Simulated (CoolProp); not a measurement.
CH3F (R41) at several states: Z from the reference equation and from simpler models built on Tc = 44.1 °C, pc = 5.906 MPa, ω = 0.200; each cubic takes its own stable root.

Values from CoolProp's reference Helmholtz-energy equation of state, Lemmon 2006. It is a short technical equation, of lower accuracy than the large ones.

```tsv
T (°C)	p (MPa)	phase	reference
-7.55	0.0106	gas	0.9987
-135.65	0.155	liquid	0.004651
-69.45	11.6	liquid	0.2653
```

Task: How far does each simpler model (van der Waals, Soave-Redlich-Kwong) lie from the reference over these 3 states: mean and median of the absolute difference, and the worst?

Result: 
- van der Waals: mean 58.6 %, median 84.1 %, worst +91.7 % at -135.65 °C and 0.155 MPa
- Soave-Redlich-Kwong: mean 17.7 %, median 25.6 %, worst +27.6 % at -135.65 °C and 0.155 MPa
